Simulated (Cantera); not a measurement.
Charge: 1 mol Cu2O, 1.4 mol CH4, 0.4 mol CO, at 488 Torr.

Cantera equilibrium calculation (NASA polynomials, part measured and part estimated; ideal gas, pure solids and liquids). Candidate condensed phases: C, C6H6, C7H8, C8H18, Cu, CuO, Cu(OH)2, Cu2O, H2O; 113 gas species. The numbers say what is thermodynamically allowed, not how fast it happens.

log p: log10 of the partial pressure in bar; n: condensed amount in mol.

```json
[
 {"T (°C)": "577", "log p H2": "-0.47", "log p CO": "-1.27", "log p H2O": "-0.90", "log p CH4": "-1.15", "log p CO2": "-1.21", "log p H": "___", "log p Cu": "<-12", "n C(graphite)": "0.943", "n Cu(s)": "2.00", "n Cu(l)": "0"},
 {"T (°C)": "627", "log p H2": "-0.42", "log p CO": "-1.03", "log p H2O": "-1.07", "log p CH4": "-1.35", "log p CO2": "-1.31", "log p H": "___", "log p Cu": "<-12", "n C(graphite)": "0.855", "n Cu(s)": "2.00", "n Cu(l)": "0"},
 {"T (°C)": "677", "log p H2": "-0.40", "log p CO": "-0.86", "log p H2O": "-1.29", "log p CH4": "-1.57", "log p CO2": "-1.50", "log p H": "___", "log p Cu": "-11.72", "n C(graphite)": "0.713", "n Cu(s)": "2.00", "n Cu(l)": "0"},
 {"T (°C)": "727", "log p H2": "-0.38", "log p CO": "-0.76", "log p H2O": "-1.55", "log p CH4": "-1.79", "log p CO2": "-1.76", "log p H": "___", "log p Cu": "-10.81", "n C(graphite)": "0.574", "n Cu(s)": "2.00", "n Cu(l)": "0"},
 {"T (°C)": "777", "log p H2": "-0.38", "log p CO": "-0.71", "log p H2O": "-1.82", "log p CH4": "-1.99", "log p CO2": "-2.08", "log p H": "___", "log p Cu": "-9.98", "n C(graphite)": "0.481", "n Cu(s)": "2.00", "n Cu(l)": "0"},
 {"T (°C)": "827", "log p H2": "-0.37", "log p CO": "-0.68", "log p H2O": "-2.10", "log p CH4": "-2.19", "log p CO2": "-2.42", "log p H": "___", "log p Cu": "-9.23", "n C(graphite)": "0.433", "n Cu(s)": "2.00", "n Cu(l)": "0"},
 {"T (°C)": "877", "log p H2": "-0.37", "log p CO": "-0.67", "log p H2O": "-2.37", "log p CH4": "-2.37", "log p CO2": "-2.75", "log p H": "___", "log p Cu": "-8.54", "n C(graphite)": "0.411", "n Cu(s)": "2.00", "n Cu(l)": "0"},
 {"T (°C)": "927", "log p H2": "-0.37", "log p CO": "-0.67", "log p H2O": "-2.62", "log p CH4": "-2.54", "log p CO2": "-3.06", "log p H": "___", "log p Cu": "-7.91", "n C(graphite)": "0.402", "n Cu(s)": "2.00", "n Cu(l)": "0"},
 {"T (°C)": "977", "log p H2": "-0.37", "log p CO": "-0.67", "log p H2O": "-2.85", "log p CH4": "-2.69", "log p CO2": "-3.35", "log p H": "___", "log p Cu": "-7.33", "n C(graphite)": "0.399", "n Cu(s)": "2.00", "n Cu(l)": "0"},
 {"T (°C)": "1027", "log p H2": "-0.37", "log p CO": "-0.67", "log p H2O": "-3.07", "log p CH4": "-2.83", "log p CO2": "-3.62", "log p H": "___", "log p Cu": "-6.80", "n C(graphite)": "0.398", "n Cu(s)": "2.00", "n Cu(l)": "0"},
 {"T (°C)": "1077", "log p H2": "-0.36", "log p CO": "-0.66", "log p H2O": "-3.27", "log p CH4": "-2.97", "log p CO2": "-3.86", "log p H": "___", "log p Cu": "-6.31", "n C(graphite)": "0.397", "n Cu(s)": "2.00", "n Cu(l)": "0"},
 {"T (°C)": "1127", "log p H2": "-0.36", "log p CO": "-0.66", "log p H2O": "-3.46", "log p CH4": "-3.09", "log p CO2": "-4.09", "log p H": "___", "log p Cu": "-5.87", "n C(graphite)": "0.398", "n Cu(s)": "0", "n Cu(l)": "2.00"}
]
```

Problem. Complete the blanks.

Solution. 
- 577, log p H: -10.92
- 627, log p H: -10.14
- 677, log p H: -9.45
- 727, log p H: -8.84
- 777, log p H: -8.28
- 827, log p H: -7.77
- 877, log p H: -7.31
- 927, log p H: -6.89
- 977, log p H: -6.50
- 1027, log p H: -6.14
- 1077, log p H: -5.81
- 1127, log p H: -5.50
